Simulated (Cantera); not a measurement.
An isothermal, constant-pressure homogeneous reactor starts with NH₃ : N₂ = 1 : 0.73 (molar parts), at 2000 K and 1.10 bar.

Computed with Cantera and the gas-phase N/H chemistry of the illustrative SiF4/NH3 mechanism in the Surface Chemkin manual (1991). Walls and surfaces, which speed up NH3 decomposition in real reactors, are not modelled.

x: mole fraction; the columns are a selection and need not sum to one.

```
t (s)        x NH₃     x NH₂       x H     x NH    x N₂H₂
--------  --------  --------  --------  -------  --------
0.000100     0.576  0.000946   1.55e-6  5.71e-6   2.95e-6
0.000528     0.567   0.00106   7.34e-6  8.06e-6   4.03e-6
0.00278      0.522       [?]       [?]  1.05e-5       [?]
0.0147       0.351  0.000639  0.000136  1.14e-5   1.97e-6
0.0775      0.0740  0.000213  0.000473  6.85e-6   2.74e-7
0.409      0.00204   1.20e-5   0.00111  8.15e-7   1.44e-9
2.16      0.000201   1.23e-6   0.00116  8.68e-8  1.64e-11
11.4           [?]       [?]   0.00116      [?]  1.26e-12
60.0       8.18e-6   5.02e-8   0.00116  3.55e-9    <1e-12
```

### Question
Complete the blanks.

### Answer

- 0.00278, x NH₂: 0.000910
- 0.00278, x H: 3.26e-5
- 0.00278, x N₂H₂: 3.50e-6
- 11.4, x NH₃: 3.48e-5
- 11.4, x NH₂: 2.13e-7
- 11.4, x NH: 1.51e-8
